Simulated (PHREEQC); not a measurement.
Alkaline etch or developer

Consider water at 20 °C with 0.041 mol/kgw TMAH and 0.00042 mol/kgw Na2B4O7. Closed to the air; pH follows from the charge balance.

All values are PHREEQC results (ion-association model, wateq4f.dat), not measurements.

No solid was allowed to form.

Q: Estimate the pH.

A: pH 12.69.

Complexes and solids missing from the database can't appear. (CH3)4N+ isn't in the database: it is added as a free cation with an ion size of 4 Å.
